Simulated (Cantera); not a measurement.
A perfectly stirred reactor is fed with CH₄ : CO : O₂ : N₂ : CO₂ = 1 : 0.048 : 3.61 : 10 : 2 (molar parts), equivalence ratio 0.56, at 4.93 atm; it is adiabatic with a 798 K inlet, and is followed from long to short residence time, starting on the burning branch (τ in s: 0.027, 0.011, 0.0046, 0.0019, 0.00078, 0.00032, 0.00013, 5.5e-05, 2.3e-05).

Detailed kinetics in Cantera: GRI-Mech 3.0 (53 species, 325 reactions).

One state of this run: T (K) = 1990; x CH₄ = 4.88e-5; x CO = 0.00240; x O₂ = 0.0959; x C₂H₆ = 2.80e-9; x CH₂O = 7.20e-6; x H = 4.30e-5. x: mole fraction; the columns are a selection and need not sum to one.

Q: Which value of τ (s) does it belong to?
A) 0.011
B) 0.00032
C) 0.0046
D) 0.0019

A: D, 0.0019
